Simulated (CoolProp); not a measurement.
C3F8 (R218) at several states: fugacity coefficient from the reference equation and from simpler models built on Tc = 345.0 K, pc = 2640 kPa, ω = 0.317; each cubic takes its own stable root.

Values from CoolProp's reference Helmholtz-energy equation of state, Lemmon 2006. It is a short technical equation, of lower accuracy than the large ones.

```
T (K)  p (kPa)   phase  reference  van der Waals  Soave-Redlich-Kwong  Peng-Robinson
-----  -------  ------  ---------  -------------  -------------------  -------------
174.1      176  liquid   0.009933         0.4298             0.009847        0.01066
410.2     41.9     gas     0.9972         0.9969               0.9972         0.9967
187       3180  liquid   0.002037        0.05128             0.002043       0.002104
154.3     25.5  liquid   0.007946         0.9823             0.007942       0.009112
```

At some of these states van der Waals gives the other phase, because its saturation line lies elsewhere.
